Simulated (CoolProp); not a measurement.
CH3F (R41) at several states: fugacity coefficient from the reference equation and from simpler models built on Tc = 44.1 °C, pc = 59.06 bar, ω = 0.200; each cubic takes its own stable root.

The numbers come from the reference Helmholtz-energy equation of state, Lemmon 2006 in CoolProp. It is a short technical equation, of lower accuracy than the large ones.

```csv
T (°C),p (bar),phase,reference
149.65,2.37,gas,0.9940
30.15,22.8,gas,0.8295
78.85,0.301,gas,0.9986
62.45,98.1,supercritical,0.5206
83.25,0.672,gas,0.9969
1.25,19.3,gas,0.7956
```

Task: How far does each simpler model (Soave-Redlich-Kwong, Peng-Robinson) lie from the reference over these 6 states: mean and median of the absolute difference, and the worst?

Result: 
- Soave-Redlich-Kwong: mean 2.5 %, median 1.4 %, worst +8.3 % at 62.45 °C and 98.1 bar
- Peng-Robinson: mean 1.1 %, median 0.5 %, worst +3.2 % at 62.45 °C and 98.1 bar
